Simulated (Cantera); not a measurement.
Cantera run:

```python
import numpy as np
import cantera as ct

gas_names = """
    B BH BH2 BH3 BN BO BO2 B2 B2O B2O2 B2O3 B3O3H3 H HBO HBO2 HNO HNO2 HNO3 HO2 H2 H2O H2O2 H3B3O6 N NH
    NH2 NH3 NH2OH NO NO2 NO3 N2 N2H2 N2H4 N2O O OH O2 O3
""".split()
cond_names = """
    B(b) B(L) BN(s) B2O3(L) B3O3H3(cr) H2O(s) H2O(L)
""".split()


# ... load() reads the species with a 1 bar reference pressure and builds the phases ...
atoms = {
    'borazine': {'B': 3, 'N': 3, 'H': 6},
    'H2O': {'H': 2, 'O': 1},
}
top_T = {'BN(s)': 3200}  # K; cautious upper limits of use, not melting points


# ... equilibrate(T, P, feed) seeds the gas with the atoms and calls Mixture.equilibrate('TP', solver="vcs", rtol=1e-11, max_steps=5000) ...
results = []
P = 13000  # Pa
for T in [823, 973, 1123, 1273, 1423, 1573, 1723, 1873, 2023, 2173, 2323, 2473]:
    for m in [0.2, 0.41, 0.62, 0.83, 1, 1.2, 1.5]:
        feed = {'borazine': 1, 'H2O': m}  # mol
        mix = equilibrate(T, P, feed)
        results.append((T, P, feed, dict(zip(mix.species_names, mix.species_moles))))

for T, P, feed, n in results:
    print(f"{T:7g} {feed['H2O']:10.4g}  " + (" + ".join(c for c in cond_names if n.get(c, 0) > 1e-12) or "gas only"))
```

Output:

```
    823        0.2  BN(s) + B2O3(L)
    823       0.41  BN(s) + B2O3(L)
    823       0.62  BN(s) + B2O3(L)
    823       0.83  BN(s) + B2O3(L)
    823          1  BN(s) + B2O3(L)
    823        1.2  BN(s) + B2O3(L)
    823        1.5  BN(s) + B2O3(L)
    973        0.2  BN(s) + B2O3(L)
    973       0.41  BN(s) + B2O3(L)
    973       0.62  BN(s) + B2O3(L)
    973       0.83  BN(s) + B2O3(L)
    973          1  BN(s) + B2O3(L)
    973        1.2  BN(s) + B2O3(L)
    973        1.5  BN(s) + B2O3(L)
   1123        0.2  BN(s) + B2O3(L)
   1123       0.41  BN(s) + B2O3(L)
   1123       0.62  BN(s) + B2O3(L)
   1123       0.83  BN(s) + B2O3(L)
   1123          1  BN(s) + B2O3(L)
   1123        1.2  BN(s) + B2O3(L)
   1123        1.5  BN(s) + B2O3(L)
   1273        0.2  BN(s) + B2O3(L)
   1273       0.41  BN(s) + B2O3(L)
   1273       0.62  BN(s) + B2O3(L)
   1273       0.83  BN(s) + B2O3(L)
   1273          1  BN(s) + B2O3(L)
   1273        1.2  BN(s) + B2O3(L)
   1273        1.5  BN(s) + B2O3(L)
   1423        0.2  BN(s) + B2O3(L)
   1423       0.41  BN(s) + B2O3(L)
   1423       0.62  BN(s) + B2O3(L)
   1423       0.83  BN(s) + B2O3(L)
   1423          1  BN(s) + B2O3(L)
   1423        1.2  BN(s) + B2O3(L)
   1423        1.5  BN(s) + B2O3(L)
   1573        0.2  BN(s) + B2O3(L)
   1573       0.41  BN(s) + B2O3(L)
   1573       0.62  BN(s) + B2O3(L)
   1573       0.83  BN(s) + B2O3(L)
   1573          1  BN(s) + B2O3(L)
   1573        1.2  BN(s) + B2O3(L)
   1573        1.5  BN(s) + B2O3(L)
   1723        0.2  BN(s)
   1723       0.41  BN(s) + B2O3(L)
   1723       0.62  BN(s) + B2O3(L)
   1723       0.83  BN(s) + B2O3(L)
   1723          1  BN(s) + B2O3(L)
   1723        1.2  BN(s) + B2O3(L)
   1723        1.5  BN(s) + B2O3(L)
   1873        0.2  BN(s)
   1873       0.41  BN(s)
   1873       0.62  BN(s)
   1873       0.83  BN(s)
   1873          1  BN(s)
   1873        1.2  BN(s)
   1873        1.5  BN(s)
   2023        0.2  BN(s)
   2023       0.41  BN(s)
   2023       0.62  BN(s)
   2023       0.83  BN(s)
   2023          1  BN(s)
   2023        1.2  BN(s)
   2023        1.5  BN(s)
   2173        0.2  BN(s)
   2173       0.41  BN(s)
   2173       0.62  BN(s)
   2173       0.83  BN(s)
   2173          1  BN(s)
   2173        1.2  BN(s)
   2173        1.5  BN(s)
   2323        0.2  B(b) + BN(s)
   2323       0.41  B(b) + BN(s)
   2323       0.62  BN(s)
   2323       0.83  BN(s)
   2323          1  BN(s)
   2323        1.2  BN(s)
   2323        1.5  BN(s)
   2473        0.2  B(L)
   2473       0.41  B(L)
   2473       0.62  B(L)
   2473       0.83  B(L)
   2473          1  B(L)
   2473        1.2  B(L)
   2473        1.5  B(L)
```

These are equilibrium values from Cantera (NASA tables, ideal gas, pure condensed phases), not measurements of a reactor. The feed counts by its element totals alone. Mutual solubility and eutectic melting of coexisting phases are not modelled. Gases not in the tables: H3BO3.
